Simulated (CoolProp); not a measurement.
R507A at 333.61 K and 5.49 MPa flows at 0.12 m/s in a round tube of 6 mm bore and 0.25 µm roughness, fully developed (64/Re and Nu = 3.66 if laminar; Colebrook and Gnielinski if turbulent). Each further row changes one setting.

Values from CoolProp's reference Helmholtz-energy equation of state, Lemmon 2003. It is a pseudo-pure fit of the blend.

| case | Reynolds number | Darcy friction factor | pressure drop (Pa/m) | heat-transfer coefficient (W/(m² K)) | mass flow (kg/h) |
|---|---|---|---|---|---|
| as stated | 7150 | 0.0339 | 36.9 | 381 | 11.1 |
| velocity 0.24 m/s | 14300 | 0.0282 | 123 | 715 | 22.2 |
| diameter 12 mm | 14300 | 0.0282 | 15.3 | 357 | 44.3 |

Viscosity comes from a separate model (Geller 2000). Thermal conductivity comes from a separate model (Geller 2001).
